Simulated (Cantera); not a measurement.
Input: 1 mol MgCO3, 0.1 mol H2, 1.8 mol CO2, equilibrated at 0.100 bar.

Equilibrium computed with Cantera from the NASA thermochemical tables; the gas is ideal and each condensed phase is pure. Candidate condensed phases: C, C6H6, C7H8, C8H18, H2O, Mg, MgCO3, MgO, Mg(OH)2; 116 gas species. Rates play no part.

x: gas mole fraction; n: condensed amount in mol.

| T (°C) | x CO2 | x CO | x H2O | x O2 | x OH | x H2 | n MgO(s) |
|---|---|---|---|---|---|---|---|
| 950 | 0.932 | 0.0337 | 0.0337 | 6.75e-12 | 9.99e-9 | 0.000832 | 1.00 |
| 1050 | 0.932 | 0.0338 | 0.0338 | 4.39e-10 | 9.54e-8 | 0.000662 | 1.00 |
| 1150 | 0.932 | 0.0339 | 0.0339 | (withheld) | (withheld) | (withheld) | 1.00 |
| 1250 | 0.931 | 0.0340 | 0.0340 | (withheld) | (withheld) | (withheld) | 1.00 |
| 1350 | 0.931 | 0.0341 | 0.0341 | 5.38e-6 | 1.55e-5 | 0.000402 | 1.00 |
| 1450 | 0.931 | 0.0343 | 0.0341 | 5.90e-5 | 5.70e-5 | 0.000357 | 1.00 |
| 1550 | 0.930 | 0.0352 | 0.0340 | 0.000474 | 0.000179 | 0.000329 | 1.000 |
| 1650 | 0.923 | 0.0394 | 0.0338 | 0.00252 | 0.000473 | 0.000335 | 1.000 |
| 1750 | 0.906 | 0.0508 | 0.0332 | 0.00815 | 0.00104 | 0.000398 | 1.000 |
| 1850 | 0.875 | 0.0713 | 0.0321 | 0.0182 | 0.00197 | 0.000522 | 1.000 |

**Question.** Complete the blanks.

**Answer.** 
- 1250, x O2: 3.54e-7
- 1250, x OH: 3.56e-6
- 1250, x H2: 0.000463
- 1150, x O2: 1.58e-8
- 1150, x OH: 6.62e-7
- 1150, x H2: 0.000546
